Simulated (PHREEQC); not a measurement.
Consider water at 25 °C with 0.021 mol Al(NO3)3 and 0.0017 mol CuSO4 per kg of water. Closed to the air; pH follows from the charge balance.

Computed with PHREEQC (ion-association model, phreeqc.dat).

Precipitation was switched off in this run.

Question: Order these Al species by the share of Al that they hold, largest first: AlOH+2, Al+3, AlSO4+.

Answer: Al+3 (92 %), AlSO4+ (6.5 %), AlOH+2 (1.5 %)

Question: Order these S species by the share of S that they hold, largest first: HSO4-, Al(SO4)2-, CuSO4, SO4-2, AlSO4+.

Answer: AlSO4+ (81 %), SO4-2 (18 %), CuSO4 (0.78 %), Al(SO4)2- (0.54 %), HSO4- (0.21 %)

The pH is 3.57 and the ionic strength 0.124 mol/kgw. Saturation is exceeded, for instance for Gibbsite (slow to form); the values hold only as long as no solid forms.
